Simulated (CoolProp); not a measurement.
Propane along the isobar 9.18 bar: fugacity coefficient from the reference equation and from simpler models built on Tc = 96.7 °C, pc = 42.51 bar, ω = 0.152; each cubic takes its own stable root.

The numbers come from the reference Helmholtz-energy equation of state, Lemmon 2009 in CoolProp.

| T (°C) | phase | reference |
|---|---|---|
| 85.45 | gas | 0.9200 |
| 92.75 | gas | 0.9249 |
| 99.95 | gas | 0.9295 |
| 107.15 | gas | 0.9336 |
| 114.45 | gas | 0.9376 |
| 121.65 | gas | 0.9412 |
| 128.85 | gas | 0.9445 |
| 136.15 | gas | 0.9476 |
| 143.35 | gas | 0.9505 |
| 150.55 | gas | 0.9532 |
| 157.85 | gas | 0.9558 |
| 165.05 | gas | 0.9582 |
| 172.25 | gas | 0.9604 |
| 179.55 | gas | 0.9625 |
| 186.75 | gas | 0.9645 |

### Question
How far does each simpler model (van der Waals, Redlich-Kwong, Soave-Redlich-Kwong, Peng-Robinson) lie from the reference over these 15 states: mean and median of the absolute difference, and the worst?

### Answer
- van der Waals: mean 0.4 %, median 0.3 %, worst +1.2 % at 85.45 °C and 9.18 bar
- Redlich-Kwong: mean 0.2 %, median 0.2 %, worst -0.3 % at 186.75 °C and 9.18 bar
- Soave-Redlich-Kwong: mean 0.0 %, median 0.0 %, worst +0.1 % at 186.75 °C and 9.18 bar
- Peng-Robinson: mean 0.7 %, median 0.7 %, worst -0.8 % at 85.45 °C and 9.18 bar
